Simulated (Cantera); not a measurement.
Cantera run, input and output.

```python
import numpy as np
import cantera as ct

gas = ct.Solution("gri30.yaml")
gas.TP = 300, 170000
flame = ct.CounterflowDiffusionFlame(gas, width=0.02)
flame.fuel_inlet.X, flame.fuel_inlet.T = {'CH4': 1, 'C2H6': 0.041, 'N2': 1.4}, 450
flame.oxidizer_inlet.X, flame.oxidizer_inlet.T = {'O2': 0.24, 'N2': 0.76}, 650
flame.set_refine_criteria(ratio=3, slope=0.12, curve=0.24, prune=0.03)
show = ['OH', 'H', 'NO', 'CO', 'C2H2']

rows = []
print(f"{'mdot':>8s}{'a_max':>10s}{'a_mean':>10s}{'Tmax/K':>9s}" + "".join(f"{s:>11s}" for s in show) + "   (peak mole fractions)")
for i, mdot in enumerate([0.42, 0.62, 0.9, 1.3, 1.9, 2.7, 4]):  # kg/m2/s on the oxidiser side
    flame.oxidizer_inlet.mdot, flame.fuel_inlet.mdot = mdot, 1.2 * mdot
    flame.solve(loglevel=0, auto=(i == 0))
    if flame.T.max() < max(450, 650) + 100:
        print(f"{mdot:8.3g}  no burning solution found from the previous one")
        break
    dT = np.abs(np.gradient(flame.T, flame.grid))
    rows.append([flame.strain_rate("max"), flame.strain_rate("mean"), flame.T.max(),
                 *(flame.X[gas.species_index(s)].max() for s in show), max(dT[0], dT[-1]) / dT.max()])
    print(f"{mdot:8.3g}{rows[-1][0]:10.1f}{rows[-1][1]:10.1f}{rows[-1][2]:9.1f}" + "".join(f"{x:11.3e}" for x in rows[-1][3:-1]))
```

It prints:

```
    mdot     a_max    a_mean   Tmax/K         OH          H         NO         CO       C2H2   (peak mole fractions)
    0.42     203.2      47.0   2206.6  8.055e-03  2.951e-03  3.745e-04  5.191e-02  1.098e-02
    0.62     291.0      69.4   2185.9  8.174e-03  3.141e-03  3.430e-04  5.096e-02  1.023e-02
     0.9     411.8     100.7   2168.9  8.279e-03  3.333e-03  3.127e-04  5.032e-02  9.528e-03
     1.3     581.5     145.5   2152.4  8.340e-03  3.522e-03  2.805e-04  4.985e-02  8.874e-03
     1.9     832.0     212.7   2133.2  8.331e-03  3.702e-03  2.429e-04  4.947e-02  8.181e-03
     2.7    1160.2     302.2   2113.7  8.256e-03  3.851e-03  2.054e-04  4.929e-02  7.511e-03
       4    1683.8     447.7   2087.2  8.024e-03  3.952e-03  1.603e-04  4.917e-02  6.646e-03
```

Detailed kinetics in Cantera: GRI-Mech 3.0 (53 species, 325 reactions). GRI-Mech 3.0 has no aromatics or soot, which form on the fuel side of real flames. The maximum strain rate includes the flame's own expansion and is several times the mean.
